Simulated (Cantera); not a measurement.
A Cantera script and what it prints.

```python
import numpy as np
import cantera as ct

gas_names = [...]  # 113 gases of nasa_gas.yaml made of C, Cu, H, O
cond_names = """
    C(gr) C6H6(L) C7H8(L) C8H18(L),n-octa Cu(cr) Cu(L) CuO(s) CuO2H2(s) Cu2O(s) Cu2O(L) H2O(s) H2O(L)
""".split()


# ... load() reads the species with a 1 bar reference pressure and builds the phases ...
atoms = {
    'Cu2O': {'Cu': 2, 'O': 1},
    'CH4': {'C': 1, 'H': 4},
    'CO': {'C': 1, 'O': 1},
}
top_T = {'C(gr)': 4500, 'CuO(s)': 1390}  # K; cautious upper limits of use, not melting points


# ... equilibrate(T, P, feed) seeds the gas with the atoms and calls Mixture.equilibrate('TP', solver="vcs", rtol=1e-11, max_steps=5000) ...
results = []
T = 1625  # K
P = 1000  # Pa
for m in [0.42, 0.64, 0.86, 1.1, 1.3, 1.5, 1.7, 2, 2.2, 2.4, 2.6, 2.8]:
    feed = {'Cu2O': 1, 'CH4': m, 'CO': 0.13}  # mol
    mix = equilibrate(T, P, feed)
    results.append((T, P, feed, dict(zip(mix.species_names, mix.species_moles))))

top = {s: max(r[3][s] / sum(r[3][g] for g in gas_names) for r in results) for s in gas_names}
cols = sorted((s for s in top if top[s] > 0.001), key=lambda s: -top[s])[:8]
seen = [c for c in cond_names if any(r[3].get(c, 0) > 1e-12 for r in results)]
print("log10 of partial pressures in bar; condensed amounts in mol")
print(f"{'n(CH4)':>10s}" + "".join(f"{s[:9]:>10s}" for s in cols + seen))
for T, P, feed, n in results:
    ng = sum(n[g] for g in gas_names)
    print(f"{feed['CH4']:10.4g}" + "".join(f"{np.log10(max(n[s] / ng * P / 1e5, 1e-99)):10.3f}" for s in cols)
          + "".join(f"{n.get(c, 0):10.4g}" for c in seen))
```

Output:

```
log10 of partial pressures in bar; condensed amounts in mol
    n(CH4)        H2        CO       H2O       CO2        Cu     C(gr)     Cu(L)
      0.42    -2.541    -2.535    -2.505    -2.992    -4.243         0     1.992
      0.64    -2.320    -2.467    -2.848    -3.488    -4.243         0     1.988
      0.86    -2.231    -2.450    -3.367    -4.078    -4.243         0     1.984
       1.1    -2.183    -2.472    -7.781    -8.563    -4.243   0.09983     1.981
       1.3    -2.160    -2.521    -7.807    -8.661    -4.243    0.2998     1.979
       1.5    -2.142    -2.565    -7.833    -8.750    -4.243    0.4998     1.976
       1.7    -2.127    -2.606    -7.859    -8.830    -4.243    0.6997     1.974
         2    -2.111    -2.660    -7.897    -8.938    -4.243    0.9997      1.97
       2.2    -2.102    -2.692    -7.920    -9.003    -4.243       1.2     1.968
       2.4    -2.095    -2.723    -7.943    -9.064    -4.243       1.4     1.966
       2.6    -2.088    -2.751    -7.965    -9.121    -4.243       1.6     1.964
       2.8    -2.083    -2.778    -7.986    -9.174    -4.243       1.8     1.961
```

Cantera equilibrium calculation (NASA polynomials, part measured and part estimated; ideal gas, pure solids and liquids).
